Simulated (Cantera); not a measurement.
**Premixed flame**

A freely propagating, adiabatic, planar premixed flame of 7.43 % CH₄, 1.34 % CO, 19.2 % O₂, 72.1 % N₂, equivalence ratio 0.81, unburnt at 400 K and 2.27 atm; mixture-averaged transport, grid criteria slope 0.08 and curve 0.16, no radiation.

Model: GRI-Mech 3.0 (53 species, 325 reactions), integrated in Cantera. Burning velocities carry a grid error of a few per cent, more on coarse grids.

```
z (mm)   T (K)  u (m/s)     x CH₄     x CO    x O₂    x C₂H    x CH₂     x NO
-------  -----  -------  --------  -------  ------  -------  -------  -------
-0.743     400    0.361    0.0742   0.0134   0.192    <1e-8    <1e-8    <1e-8
-0.495     403    0.364    0.0740   0.0134   0.191    <1e-8    <1e-8    <1e-8
-0.372     414    0.375    0.0733   0.0135   0.190    <1e-8    <1e-8    <1e-8
-0.248     491    0.445    0.0689   0.0146   0.185    <1e-8    <1e-8  6.23e-8
-0.124     895    0.819    0.0471   0.0217   0.152    <1e-8  1.51e-8  1.15e-6
-0.0619   1286     1.18    0.0252   0.0300   0.115    <1e-8  1.33e-6  2.97e-6
0         1661     1.53   0.00505   0.0354  0.0739  2.20e-8  1.73e-5  5.54e-6
0.0619    1819     1.66  0.000208   0.0265  0.0530    <1e-8  2.91e-6  8.53e-6
0.124     1886     1.71   4.83e-6   0.0176  0.0465    <1e-8  9.49e-8  1.08e-5
0.248     1964     1.78     <1e-8  0.00988  0.0420    <1e-8    <1e-8  1.40e-5
0.495     2033     1.83     <1e-8  0.00536  0.0392    <1e-8    <1e-8  1.81e-5
0.991     2077     1.87     <1e-8  0.00260  0.0377    <1e-8    <1e-8  2.28e-5
1.98      2097     1.88     <1e-8  0.00126  0.0371    <1e-8    <1e-8  2.77e-5
```
x: mole fraction of selected species; z is measured from the peak of heat release.

- laminar burning velocity = 36.1 cm/s
- thermal thickness = 0.248 mm
- peak x(C₂H) = 2.86e-8
- peak x(CH₂) = 1.74e-5
- grid points = 147
